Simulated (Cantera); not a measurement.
## Premixed flame

A freely propagating, adiabatic, planar premixed flame of H2 : O2 : N2 = 1 : 0.725 : 2.72 (molar parts), unburnt at 700 K and 2180 Torr; mixture-averaged transport, grid criteria slope 0.08 and curve 0.16, no radiation.

Model: the H2/O2 subset of GRI-Mech 3.0, which has no nitrogen chemistry, integrated in Cantera. The hydrogen kinetics of GRI-Mech 3.0 are dated; newer H2 mechanisms differ, most at raised pressure. Burning velocities carry a grid error of a few per cent, more on coarse grids. Lean hydrogen flames are cellular in practice and burn faster than this planar one.

```
z (mm)   T (K)  u (m/s)     x H2    x O2     x HO2    x H2O       x H   x H2O2
-------  -----  -------  -------  ------  --------  -------  --------  -------
-0.359     700     6.87    0.225   0.163     <1e-8    <1e-8     <1e-8    <1e-8
-0.239     700     6.87    0.225   0.163   1.15e-8  2.65e-8     <1e-8    <1e-8
-0.180     700     6.87    0.225   0.163   1.13e-7  2.21e-7     <1e-8    <1e-8
-0.120     700     6.86    0.224   0.163   3.87e-6  6.06e-6   9.17e-8  2.75e-8
-0.0599    737     7.12    0.210   0.165  0.000446  0.00240  0.000180  1.23e-5
-0.0299    960     9.01    0.170   0.158  0.000421   0.0274   0.00355  3.42e-5
0         1345     12.3   0.0954   0.124  0.000233    0.101    0.0157  1.48e-5
0.0299    1636     14.8   0.0403  0.0832  0.000128    0.170    0.0225  4.94e-6
0.0599    1795     16.1   0.0229  0.0672   8.36e-5    0.197    0.0197  2.83e-6
0.120     1958     17.5   0.0158  0.0604   5.16e-5    0.213    0.0124  1.59e-6
0.239     2098     18.6   0.0109  0.0579   2.94e-5    0.225   0.00611  9.92e-7
0.479     2201     19.3  0.00625  0.0568   1.56e-5    0.235   0.00237  6.73e-7
0.958     2264     19.8  0.00304  0.0566   8.79e-6    0.242  0.000757  4.97e-7
```
x: mole fraction of selected species; z is measured from the peak of heat release.

- laminar burning velocity = 687 cm/s
- thermal thickness = 0.120 mm
- peak x(HO2) = 0.000543
- peak x(H) = 0.0225
- peak x(H2O2) = 3.42e-5
- grid points = 115
